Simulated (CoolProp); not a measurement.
A simple Rankine cycle with water: condensing at 288.15 K, boiler at 0.0134 MPa, turbine inlet 329.8 K, turbine efficiency 0.75, pump efficiency 0.7, no recuperator. Each further row changes one setting.

Computed with CoolProp (reference Helmholtz-energy equation of state, Wagner 2002).

| case | thermal efficiency (%) | net work (kJ/kg) | heat in (kJ/kg) | turbine exit temperature (K) | volume ratio over the turbine |
|---|---|---|---|---|---|
| as stated | 8.2 | 209 | 2540 | 288.1 | 6.51 |
| turbine inlet 349.8 K | 8.3 | 213 | 2580 | 288.1 | 6.22 |
| condensing temperature 280.15 K | 10.0 | 256 | 2570 | 280.2 | 10.6 |
| boiler pressure 0.00938 MPa | 6.8 | 173 | 2540 | 288.1 | 4.62 |
| turbine efficiency 0.65 | 7.1 | 181 | 2540 | 288.1 | 6.59 |

The expansion ends wet for: as stated; turbine inlet 349.8 K; condensing temperature 280.15 K; boiler pressure 0.00938 MPa; turbine efficiency 0.65.
